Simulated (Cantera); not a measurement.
Input (Python, Cantera) and output of one run.

```python
import numpy as np
import cantera as ct

gas_names = """
    C CH CH2 CH3 CH2OH CH3O CH4 CH3OH CO CO2 COOH C2 C2H CHCO,ketyl C2H2,acetylene C2H2,vinylidene
    CH2CO,ketene C2H3,vinyl CH3CO,acetyl C2H4 C2H4O,ethylen CH3CHO,ethanal CH3COOH (HCOOH)2 C2H5 C2H6
    CH3OCH3 C2H5OH C2O C3 C3H3,propargyl C3H4,allene C3H4,propyne C3H4,cyclo- C3H5,allyl C3H6,propylene
    C3H6,cyclo- C3H6O C3H7,n-propyl C3H7,i-propyl C3H8 C3H8O,1propanol C3H8O,2propanol C3O2 C4 C4H2
    C4H4,1,3-cyclo- C4H6,butadiene C4H6,2-butyne C4H6,cyclo- C4H8,1-butene C4H8,cis2-buten
    C4H8,tr2-butene C4H8,isobutene C4H8,cyclo- (CH3COOH)2 C4H9,n-butyl C4H9,i-butyl C4H9,s-butyl
    C4H9,t-butyl C4H10,isobutane C4H10,n-butane C5 C5H6,1,3cyclo- C5H8,cyclo- C5H10,1-pentene
    C5H10,cyclo- C5H11,pentyl C5H11,t-pentyl C5H12,n-pentane C5H12,i-pentane CH3C(CH3)2CH3 C6H2
    C6H5,phenyl C6H5O,phenoxy C6H6 C6H5OH,phenol C6H10,cyclo- C6H12,1-hexene C6H12,cyclo- C6H13,n-hexyl
    C7H7,benzyl C7H8 C7H8O,cresol C7H14,1-heptene C7H15,n-heptyl C7H16,n-heptane C8H8,styrene
    C8H10,ethylbenz C8H16,1-octene C8H17,n-octyl C8H18,isooctane C8H18,n-octane C9H19,n-nonyl
    C10H8,naphthale C10H21,n-decyl C12H9,o-bipheny C12H10,bipheny H HCO HO2 H2 HCHO,formaldehy HCOOH H2O
    H2O2 O OH O2 O3 Ti TiO TiO2
""".split()
cond_names = """
    C(gr) C6H6(L) C7H8(L) C8H18(L),n-octa H2O(s) H2O(L) Ti(a) Ti(b) Ti(L) TiC(s) TiC(L) TiO(a) TiO(b)
    TiO(L) TiO2(ru) TiO2(L) Ti2O3(a) Ti2O3(b) Ti2O3(L) Ti3O5(a) Ti3O5(b) Ti3O5(L) Ti4O7(s) Ti4O7(L)
""".split()


def load(file, names, dense=False):
    # The tables refer to 1 bar. Condensed volumes are neglected.
    table = {s.name: s for s in ct.Species.list_from_file(file)}
    out = []
    for n in names:
        d = dict(table[n].input_data)
        d["thermo"] = dict(d["thermo"], **{"reference-pressure": 1e5})
        if dense:
            d["equation-of-state"] = {"model": "constant-volume", "density": "1e6 g/cm^3"}
        out.append(ct.Species.from_dict(d))
    return out


gas = ct.Solution(thermo="ideal-gas", species=load("nasa_gas.yaml", gas_names))
cond = {s.name: ct.Solution(thermo="fixed-stoichiometry", species=[s], name=s.name)
        for s in load("nasa_condensed.yaml", cond_names, dense=True)}
atoms = {
    'TiO2': {'Ti': 1, 'O': 2},
    'C': {'C': 1},
    'H2': {'H': 2},
}
top_T = {'C(gr)': 4500}  # K; cautious upper limits of use, not melting points


def equilibrate(T, P, feed):
    n = {}
    for name, mol in feed.items():
        for a, k in atoms[name].items():
            n[a] = n.get(a, 0.0) + k * mol
    gas.TPX = T, P, n
    mass = sum(n.values()) * gas.mean_molecular_weight
    gas.equilibrate("TP")
    valid = [c for c in cond.values() if c.min_temp <= T <= top_T.get(c.name, c.max_temp)]
    mix = ct.Mixture([(gas, mass / gas.mean_molecular_weight)] + [(c, 0.0) for c in valid])
    mix.T, mix.P = T, P
    mix.equilibrate("TP", solver="vcs", rtol=1e-11, max_steps=5000)
    return mix


results = []
feed = {'TiO2': 1, 'C': 1, 'H2': 0.12}  # mol
P = 44000  # Pa
for T in [1075, 1225, 1375, 1525, 1675, 1825, 1975, 2125, 2275]:
    mix = equilibrate(T, P, feed)
    results.append((T, P, feed, dict(zip(mix.species_names, mix.species_moles))))

top = {s: max(r[3][s] / sum(r[3][g] for g in gas_names) for r in results) for s in gas_names}
cols = sorted((s for s in top if top[s] > 0.001), key=lambda s: -top[s])[:7]
seen = [c for c in cond_names if any(r[3].get(c, 0) > 1e-12 for r in results)]
print("log10 of partial pressures in bar; condensed amounts in mol")
print(f"{'T/K':>10s}" + "".join(f"{s[:9]:>10s}" for s in cols + seen))
for T, P, feed, n in results:
    ng = sum(n[g] for g in gas_names)
    print(f"{T:10.4g}" + "".join(f"{np.log10(max(n[s] / ng * P / 1e5, 1e-99)):10.3f}" for s in cols)
          + "".join(f"{n.get(c, 0):10.4g}" for c in seen))
```

It prints:

```
log10 of partial pressures in bar; condensed amounts in mol
       T/K        H2        CO       CH4         H       H2O     C(gr)    TiC(s)    TiO(L)  TiO2(ru)  Ti2O3(b)  Ti2O3(L)  Ti3O5(b)  Ti4O7(s)
      1075    -0.367    -2.750    -2.079    -8.017    -4.015    0.9973         0         0     0.998         0         0         0 0.0005046
      1225    -0.436    -1.148    -2.753    -6.724    -3.290    0.9764         0         0    0.9071         0         0         0   0.02323
      1375    -0.846    -0.527    -3.996    -5.888    -3.711    0.7502         0         0         0         0         0         0      0.25
      1525    -1.084    -0.447    -4.810    -5.168    -4.373    0.3671    0.1124         0         0         0         0    0.2959         0
      1675    -1.242    -0.417    -5.861    -4.556    -4.455         0    0.2001         0         0       0.4         0         0         0
      1825    -1.242    -0.417    -6.480    -3.977    -4.411         0    0.2001         0         0       0.4         0         0         0
      1975    -1.243    -0.417    -7.001    -3.485    -4.375         0    0.2001         0         0       0.4         0         0         0
      2125    -1.245    -0.418    -7.444    -3.063    -4.350         0    0.2001         0         0         0       0.4         0         0
      2275    -1.336    -0.407    -7.906    -2.739    -4.504         0 9.816e-05    0.9998         0         0         0         0         0
```

These are equilibrium values from Cantera (NASA tables, ideal gas, pure condensed phases), not measurements of a reactor. Mutual solubility and eutectic melting of coexisting phases are not modelled. TiC, TiO: taken at fixed stoichiometry. Condensed phases not in the tables: Magnéli phases beyond Ti4O7, solid solutions among these carbides, nitrides and lower oxides.
